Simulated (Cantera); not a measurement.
A closed system holds: 1 mol BF₃, a varied amount of H₂O, 25 mol H₂, held at 825 °C and 0.0430 bar.

Equilibrium computed with Cantera from the NASA thermochemical tables; the gas is ideal and each condensed phase is pure. Candidate condensed phases: B, B₂O₃, B₃O₃H₃, H₂O; 43 gas species. Gases not in the tables: H₃BO₃. Rates play no part.

x: gas mole fraction; n: condensed amount in mol.

| n(H₂O) (mol) | x H₂ | x H₂O | x HF | x BF₃ | x B₃O₃F₃ | x BOF | x (HBO₂)₃ | n B₂O₃(l) |
|---|---|---|---|---|---|---|---|---|
| 1.4 | 0.905 | 0.0289 | 0.0433 | 0.0192 | 0.00229 | 0.000792 | 1.80e-5 | (withheld) |
| 2.6 | 0.865 | 0.0615 | 0.0567 | 0.0138 | 0.00165 | 0.000710 | 5.57e-5 | (withheld) |
| 3.8 | 0.830 | 0.0939 | 0.0638 | 0.0105 | 0.00125 | 0.000647 | 0.000105 | (withheld) |
| 5.1 | 0.794 | 0.128 | 0.0679 | 0.00798 | 0.000952 | 0.000591 | 0.000167 | (withheld) |
| 6.3 | 0.765 | 0.157 | 0.0699 | 0.00635 | 0.000758 | 0.000548 | 0.000228 | 0.334 |
| 7.6 | 0.735 | 0.187 | 0.0707 | 0.00506 | 0.000603 | 0.000507 | 0.000296 | 0.353 |
| 8.8 | 0.710 | 0.214 | 0.0707 | 0.00416 | 0.000496 | 0.000475 | 0.000361 | 0.367 |
| 10 | 0.686 | 0.238 | 0.0703 | 0.00346 | 0.000412 | 0.000447 | 0.000425 | 0.376 |
| 11 | 0.668 | 0.258 | 0.0696 | 0.00299 | 0.000357 | 0.000426 | 0.000478 | 0.381 |
| 13 | 0.634 | 0.294 | 0.0680 | 0.00228 | 0.000272 | 0.000389 | 0.000583 | 0.388 |
| 14 | 0.618 | 0.311 | 0.0670 | 0.00201 | 0.000240 | 0.000373 | 0.000634 | 0.390 |
| 15 | 0.603 | 0.328 | 0.0660 | 0.00178 | 0.000212 | 0.000358 | 0.000684 | 0.390 |

Problem. Some entries are withheld; supply them.

Solution. 
- 1.4, n B₂O₃(l): 0.126
- 2.6, n B₂O₃(l): 0.213
- 3.8, n B₂O₃(l): 0.268
- 5.1, n B₂O₃(l): 0.308
